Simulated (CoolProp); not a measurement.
The numbers come from the reference Helmholtz-energy equation of state, Thol 2014 in CoolProp.

Question: Give the vapour pressure (kPa), liquid density (kg/m³), vapour density (kg/m³) of saturated diethyl ether at 111.05 °C.

Answer: 
```
T (°C)  p (kPa)  liquid density (kg/m³)  vapour density (kg/m³)
------  -------  ----------------------  ----------------------
111.05      836                     592                    23.9
```
